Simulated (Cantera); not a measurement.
Input (Python, Cantera) and output of one run.

```python
import numpy as np
import cantera as ct

gas_names = """
    H HNO HNO2 HNO3 HO2 H2 H2O H2O2 N NH NH2 NH3 NH2OH NO NO2 NO3 N2 N2H2 N2H4 N2O O OH O2 O3 Si SiH
    SiH2 SiH3 SiH4 SiN SiO SiO2 Si2 Si2N Si3
""".split()
cond_names = """
    H2O(s) H2O(L) Si(cr) Si(L) SiO2(Lqz) SiO2(hqz) SiO2(L) Si2N2O(s) Si3N4(a)
""".split()


def load(file, names, dense=False):
    # The tables refer to 1 bar. Condensed volumes are neglected.
    table = {s.name: s for s in ct.Species.list_from_file(file)}
    out = []
    for n in names:
        d = dict(table[n].input_data)
        d["thermo"] = dict(d["thermo"], **{"reference-pressure": 1e5})
        if dense:
            d["equation-of-state"] = {"model": "constant-volume", "density": "1e6 g/cm^3"}
        out.append(ct.Species.from_dict(d))
    return out


gas = ct.Solution(thermo="ideal-gas", species=load("nasa_gas.yaml", gas_names))
cond = {s.name: ct.Solution(thermo="fixed-stoichiometry", species=[s], name=s.name)
        for s in load("nasa_condensed.yaml", cond_names, dense=True)}
atoms = {
    'SiH4': {'Si': 1, 'H': 4},
    'NO': {'N': 1, 'O': 1},
}
top_T = {'Si2N2O(s)': 2100, 'Si3N4(a)': 2400}  # K; cautious upper limits of use, not melting points


def equilibrate(T, P, feed):
    n = {}
    for name, mol in feed.items():
        for a, k in atoms[name].items():
            n[a] = n.get(a, 0.0) + k * mol
    gas.TPX = T, P, n
    mass = sum(n.values()) * gas.mean_molecular_weight
    gas.equilibrate("TP")
    valid = [c for c in cond.values() if c.min_temp <= T <= top_T.get(c.name, c.max_temp)]
    mix = ct.Mixture([(gas, mass / gas.mean_molecular_weight)] + [(c, 0.0) for c in valid])
    mix.T, mix.P = T, P
    mix.equilibrate("TP", solver="vcs", rtol=1e-11, max_steps=5000)
    return mix


results = []
T = 2048  # K
P = 7.9  # Pa
for m in [0.18, 0.82, 1.5, 2.1, 2.7, 3.4, 4, 4.6]:
    feed = {'SiH4': 1, 'NO': m}  # mol
    mix = equilibrate(T, P, feed)
    results.append((T, P, feed, dict(zip(mix.species_names, mix.species_moles))))
    x = sorted(zip(gas.X, gas.species_names), reverse=True)
    print(f"T = {T:g} K  P = {P:g} Pa  n(NO) = {m:g} mol  gas = {mix.phase_moles(0):.4g} mol")
    print("   x: " + "  ".join(f"{s} {v:.3e}" for v, s in x if v > 0.0001))
    print("   condensed (mol): " + ("  ".join(f"{mix.phase(i).name} {mix.phase_moles(i):.4g}"
          for i in range(1, mix.n_phases) if mix.phase_moles(i) > 1e-12) or "none"))
```

Output:

```
T = 2048 K  P = 7.9 Pa  n(NO) = 0.18 mol  gas = 3.387 mol
   x: H2 5.008e-01  Si 2.395e-01  H 1.783e-01  SiO 5.314e-02  N2 2.652e-02  SiH 9.155e-04  Si2 6.958e-04
   condensed (mol): none
T = 2048 K  P = 7.9 Pa  n(NO) = 0.82 mol  gas = 3.725 mol
   x: H2 4.521e-01  SiO 2.201e-01  H 1.694e-01  N2 1.100e-01  Si 4.805e-02  SiH 1.745e-04
   condensed (mol): none
T = 2048 K  P = 7.9 Pa  n(NO) = 1.5 mol  gas = 4.053 mol
   x: H2 3.062e-01  SiO 2.464e-01  N2 1.850e-01  H 1.394e-01  H2O 1.147e-01  OH 5.687e-03  O 1.869e-03  SiO2 3.534e-04  O2 3.002e-04  NO 1.596e-04
   condensed (mol): none
T = 2048 K  P = 7.9 Pa  n(NO) = 2.1 mol  gas = 4.356 mol
   x: N2 2.407e-01  SiO 2.285e-01  H2O 2.230e-01  H2 1.760e-01  H 1.057e-01  OH 1.459e-02  O 6.325e-03  O2 3.437e-03  SiO2 1.109e-03  NO 6.161e-04
   condensed (mol): none
T = 2048 K  P = 7.9 Pa  n(NO) = 2.7 mol  gas = 4.755 mol
   x: N2 2.831e-01  H2O 2.764e-01  SiO 2.079e-01  H2 9.330e-02  H 7.695e-02  OH 2.483e-02  O2 1.878e-02  O 1.479e-02  SiO2 2.359e-03  NO 1.562e-03
   condensed (mol): none
T = 2048 K  P = 7.9 Pa  n(NO) = 3.4 mol  gas = 5.383 mol
   x: N2 3.144e-01  H2O 2.724e-01  SiO 1.823e-01  H 5.845e-02  O2 5.482e-02  H2 5.382e-02  OH 3.222e-02  O 2.526e-02  SiO2 3.532e-03  NO 2.812e-03
   condensed (mol): none
T = 2048 K  P = 7.9 Pa  n(NO) = 4 mol  gas = 5.978 mol
   x: N2 3.327e-01  H2O 2.526e-01  SiO 1.633e-01  O2 8.743e-02  H 5.008e-02  H2 3.952e-02  OH 3.486e-02  O 3.190e-02  SiO2 3.996e-03  NO 3.653e-03
   condensed (mol): none
T = 2048 K  P = 7.9 Pa  n(NO) = 4.6 mol  gas = 6.591 mol
   x: N2 3.468e-01  H2O 2.318e-01  SiO 1.476e-01  O2 1.166e-01  H 4.464e-02  O 3.684e-02  OH 3.589e-02  H2 3.140e-02  NO 4.307e-03  SiO2 4.171e-03
   condensed (mol): none
```

Equilibrium computed with Cantera from the NASA thermochemical tables; the gas is ideal and each condensed phase is pure. The tables' values for SiO2, SiN are old estimates; treat these amounts as uncertain. Gases not in the tables: Si2H6 and higher silanes.
